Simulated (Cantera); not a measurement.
Mixture: C2H4 : O2 : N2 : H2O = 1 : 7.14 : 26.9 : 0.94 (molar parts), at 750 Torr, adiabatic and at constant volume. Ignition delay is the time to a rise of 400 K.

Cantera simulation using GRI-Mech 3.0 (53 species, 325 reactions); the numbers are that mechanism's predictions, not measurements. GRI-Mech 3.0 was tuned for natural gas; its chemistry of ethylene as a main component is partial and can be far from experiment. Where the delays flatten at high temperature, the 400 K rule measures the pace of heat release, not the induction time.

Q: What does this change do: pressure from 750 Torr to 225 Torr?

A: 
| quantity | before | after |
|---|---|---|
| delay at 1273 K | 0.143 ms | 0.364 ms |
| delay at 1373 K | 74.1 µs | 0.217 ms |
| delay at 1473 K | 46.2 µs | 0.143 ms |
| delay at 1573 K | 31.5 µs | 0.100 ms |
| delay at 1673 K | 22.7 µs | 73.4 µs |
| apparent activation energy between 1573 and 1673 K | 71 kJ/mol | 69 kJ/mol |

Q: What does this change do: pressure from 750 Torr to 7500 Torr?

A: 
| quantity | before | after |
|---|---|---|
| delay at 1273 K | 0.143 ms | 0.165 ms |
| delay at 1373 K | 74.1 µs | 28.1 µs |
| delay at 1473 K | 46.2 µs | 9.00 µs |
| delay at 1573 K | 31.5 µs | 4.66 µs |
| delay at 1673 K | 22.7 µs | 2.93 µs |
| apparent activation energy between 1573 and 1673 K | 71 kJ/mol | 100 kJ/mol |
